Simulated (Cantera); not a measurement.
Input: 1 mol Si3N4, 53 mol HF, 0.77 mol NF3, held at 2.00 mbar.

Method: chemical equilibrium by Gibbs-energy minimisation in Cantera with the NASA 1993 tables (ideal gas, pure condensed phases). Candidate condensed phases: Si, Si3N4; 37 gas species. The tables' values for SiF3 are old estimates; treat these amounts as uncertain. Kinetics and transport are ignored. All values below are at 1125 °C.

Base state: HF 0.809, H2 0.0905, SiF4 0.0560, N2 0.0445, SiF3 3.49e-5, H 3.18e-5 (mole fractions); condensed: gas only.

### Question
What changes in the equilibrium state with this change: NF3 from 0.77 to 9 mol?

### Answer
```csv
species,before,after
HF,0.809,0.684
F,3.55e-9,0.194
N2,0.0445,0.0839
H2,0.0905,<1e-9
SiF4,0.0560,0.0387
SiF3,3.49e-5,<1e-9
H,3.18e-5,<1e-9
F2,<1e-9,2.67e-5
```
